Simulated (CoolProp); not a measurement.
Ethylbenzene along the isotherm 346.85 °C: Z from the reference equation and from simpler models built on Tc = 344.0 °C, pc = 3.622 MPa, ω = 0.304; each cubic takes its own stable root.

Computed with CoolProp (reference Helmholtz-energy equation of state, Zhou 2012).

```tsv
p (MPa)	phase	reference
0.647	gas	0.9345
1.29	gas	0.8634
1.94	gas	0.7818
2.59	gas	0.6836
3.23	gas	0.5515
3.88	supercritical	0.2098
4.53	supercritical	0.2099
5.17	supercritical	0.2271
5.82	supercritical	0.2469
6.47	supercritical	0.2675
7.12	supercritical	0.2884
7.76	supercritical	0.3091
8.41	supercritical	0.3300
9.06	supercritical	0.3509
```

Q: How far does each simpler model (van der Waals, Soave-Redlich-Kwong) lie from the reference over these 14 states: mean and median of the absolute difference, and the worst?

A: 
- van der Waals: mean 32.5 %, median 46.3 %, worst +50.5 % at 346.85 °C and 4.53 MPa
- Soave-Redlich-Kwong: mean 15.7 %, median 19.2 %, worst +32.7 % at 346.85 °C and 3.88 MPa
